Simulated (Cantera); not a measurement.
Mixture: CH4 : C2H6 : C3H8 : O2 : N2 : H2O = 1 : 0.07 : 0.59 : 3.71 : 14 : 3.7 (molar parts), equivalence ratio 1.4, at 0.680 bar, adiabatic and at constant volume. Ignition delay is the time to a rise of 400 K.

Model: GRI-Mech 3.0 (53 species, 325 reactions), integrated in Cantera. GRI-Mech 3.0 was tuned for natural gas; its chemistry of propane as a main component is partial and can be far from experiment.

Problem. What does this change do: pressure from 0.680 bar to 5.30 bar?

Solution. 
```
quantity                                                before       after
--------------------------------------------------  ----------  ----------
delay at 1125 K                                        42.8 ms     8.39 ms
delay at 1225 K                                        6.20 ms     1.67 ms
delay at 1325 K                                        1.23 ms    0.365 ms
delay at 1425 K                                       0.336 ms     98.9 µs
apparent activation energy between 1375 and 1475 K  190 kJ/mol  200 kJ/mol
```
